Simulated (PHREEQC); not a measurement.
# Nickel, zinc or cadmium bath: an equilibrium model

Make-up at 55 °C: 0.073 mol CdCl2, 0.16 mol KCl and 0.00017 mol MnSO4 per kg of water. Closed to the air; pH follows from the charge balance.

All values are PHREEQC results (ion-association model, phreeqc.dat), not measurements.

Each row changes one thing in this solution. No solid was allowed to form.

```tsv
case	pH	ionic strength (mol/kgw)	Cl- (mol/kgw)	Mn+2 (mol/kgw)	SO4-2 (mol/kgw)	KSO4- (mol/kgw)	SI of Sylvite (KCl)
as made	5.37	0.224	0.212	0.000135	0.000105	4.72e-5	-2.83
diluted 2-fold with water	5.47	?	0.114	7.26e-5	5.64e-5	1.62e-5	-3.34
CdCl2 left out	6.52	0.161	0.160	?	0.000112	5.77e-5	-2.92
diluted 10-fold with water	5.75	0.0289	0.0259	1.61e-5	1.26e-5	1.16e-6	-4.57
0.01 mol/kgw Cd(NO3)2 added	?	0.235	0.202	0.000137	0.000103	4.56e-5	-2.85
KCl from 0.16 to 0.016 mol/kgw	5.30	?	0.0907	?	0.000103	6.25e-6	-4.13
CdCl2 from 0.073 to 0.0657 mol/kgw	5.39	0.218	0.208	0.000135	0.000105	4.79e-5	-2.83
```

Q: What belongs in the gaps?

A: 
- diluted 2-fold with water, ionic strength (mol/kgw): 0.121
- CdCl2 left out, Mn+2 (mol/kgw): 0.000139
- 0.01 mol/kgw Cd(NO3)2 added, pH: 5.34
- KCl from 0.16 to 0.016 mol/kgw, ionic strength (mol/kgw): 0.107
- KCl from 0.16 to 0.016 mol/kgw, Mn+2 (mol/kgw): 0.000149

At this temperature some constants are extrapolated from 25 °C, and those without enthalpy data are left unchanged.
